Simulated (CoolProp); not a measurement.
Vapour-liquid equilibrium of isobutene (1) + ethanol (2) at 105.35 °C; x and y are mole fractions of (1).

Values from CoolProp's multi-fluid Helmholtz-energy mixture model, Lemmon 2005 and Schroeder 2014; pair parameters Bell 2016.

Q: Give the bubble pressure and the first vapour's composition at x = 0.125, 0.2, 0.425. Is there an azeotrope?

A: x = 0.125: 0.8549 MPa, y = 0.690; x = 0.2: 1.129 MPa, y = 0.770; x = 0.425: 1.553 MPa, y = 0.842. No azeotrope shows between x = 0.05 and 0.95.

The pair parameters rest on a limited set of measurements; away from them the model extrapolates. With so large a gap from Raoult's law the liquid may split in two, which this calculation doesn't test in full.
